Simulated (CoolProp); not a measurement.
A simple Rankine cycle with cyclopentane: condensing at 305.15 K, boiler at 2.22 MPa, turbine inlet 501.4 K, turbine efficiency 0.85, pump efficiency 0.7, no recuperator. Each further row changes one setting.

Computed with CoolProp (reference Helmholtz-energy equation of state, Gedanitz 2015).

| case | thermal efficiency (%) | net work (kJ/kg) | heat in (kJ/kg) | turbine exit temperature (K) | volume ratio over the turbine |
|---|---|---|---|---|---|
| as stated | 21.4 | 148 | 691 | 401.1 | 40.4 |
| turbine inlet 521.4 K | 21.3 | 157 | 740 | ? | 39.5 |
| condensing temperature 297.15 K | ? | 160 | 706 | 394.0 | 54.1 |
| boiler pressure 1.55 MPa | 19.8 | 140 | ? | 415.0 | 26.7 |
| turbine efficiency 0.75 | ? | 130 | 691 | ? | 41.5 |

Question: Some entries are withheld; supply them.

Answer: 
- turbine inlet 521.4 K, turbine exit temperature (K): 423.6
- condensing temperature 297.15 K, thermal efficiency (%): 22.6
- boiler pressure 1.55 MPa, heat in (kJ/kg): 708
- turbine efficiency 0.75, thermal efficiency (%): 18.8
- turbine efficiency 0.75, turbine exit temperature (K): 411.5
